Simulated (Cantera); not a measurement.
**Pb + H2 + N2 (iron carbonyl, mercury and lead vapours)**

Feed: 1 mol Pb, 1.1 mol H2, a varied amount of N2, at 577 °C and 63.0 Pa.

Equilibrium computed with Cantera from the NASA thermochemical tables; the gas is ideal and each condensed phase is pure. Candidate condensed phases: Pb; 11 gas species. Kinetics and transport are ignored.

From 0.1 mol N2 to 67 mol N2 the condensed part is Pb(l). The main Pb-bearing gas is Pb throughout.

```
n(N2) (mol)  log p N2  log p H2  log p Pb  log p NH3  n Pb(l)
-----------  --------  --------  --------  ---------  -------
0.1             -4.28     -3.24     -6.50      -9.73    0.999
0.2             -4.01     -3.27     -6.50      -9.65    0.999
0.38            -3.79     -3.33     -6.50      -9.62    0.999
0.72            -3.60     -3.42     -6.50      -9.66    0.999
1.4             -3.45     -3.56     -6.50      -9.79    0.999
2.6             -3.35     -3.73     -6.50     -10.00    0.998
5               -3.29     -3.94     -6.50     -10.29    0.997
9.5             -3.25     -4.18     -6.50     -10.63    0.995
18              -3.23     -4.44     -6.50     -11.01    0.990
35              -3.21     -4.72     -6.50     -11.41    0.982
67              -3.21     -4.99     -6.50     -11.82    0.966
```
log p: log10 of the partial pressure in bar; n: condensed amount in mol.
